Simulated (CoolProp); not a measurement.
Properties of propylene along the isobar 5.42 MPa.

Computed with CoolProp (reference Helmholtz-energy equation of state, Lemmon 2013).

| T (°C) | phase | density (kg/m³) | cv (kJ/(kg K)) | speed of sound (m/s) | Joule-Thomson coefficient (K/MPa) | viscosity (µPa s) | fugacity coefficient |
|---|---|---|---|---|---|---|---|
| -13.25 | liquid | 573.5 | 1.441 | 1017 | -0.3111 | 145 | 0.07732 |
| 10.95 | liquid | 540.4 | 1.503 | 867.7 | -0.1827 | 116 | 0.1495 |
| 35.25 | liquid | 502.6 | 1.577 | 715.0 | 0.02683 | 93.3 | 0.2528 |
| 59.45 | liquid | 456.6 | 1.662 | 553.2 | 0.4359 | 74.1 | 0.3831 |
| 83.75 | liquid | 388.4 | 1.781 | 361.6 | 1.693 | 54.4 | 0.5312 |
| 107.95 | supercritical | 155.5 | 1.954 | 182.3 | 11.87 | 20.1 | 0.6599 |
| 132.15 | supercritical | 104.8 | 1.889 | 222.1 | 9.167 | 16.8 | 0.7272 |
| 156.45 | supercritical | 87.07 | 1.921 | 247.8 | 7.178 | 16.4 | 0.7759 |
| 180.65 | supercritical | 76.47 | 1.977 | 267.5 | 5.844 | 16.4 | 0.8138 |
| 204.85 | supercritical | 69.00 | 2.042 | 284.0 | 4.886 | 16.7 | 0.8443 |
| 229.15 | supercritical | 63.27 | 2.111 | 298.5 | 4.160 | 17.0 | 0.8694 |
| 253.35 | supercritical | 58.69 | 2.181 | 311.4 | 3.596 | 17.4 | 0.8902 |
| 277.65 | supercritical | 54.87 | 2.251 | 323.2 | 3.141 | 17.9 | 0.9077 |
| 301.85 | supercritical | 51.64 | 2.320 | 334.1 | 2.771 | 18.3 | 0.9225 |

Viscosity comes from a separate model (Huber 2003), an estimate that may be off by 10 % or more.
